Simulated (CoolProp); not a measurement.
The numbers come from the reference Helmholtz-energy equation of state, Wu 2012 in CoolProp.

Task: For fluoroethane (R161), give the phase and the cp (kJ/(kg K)) at 176.85 °C and 0.0158 MPa; 176.85 °C and 2.96 MPa.

Result: 
- 176.85 °C and 0.0158 MPa: gas; cp 1.69
- 176.85 °C and 2.96 MPa: gas; cp 1.87
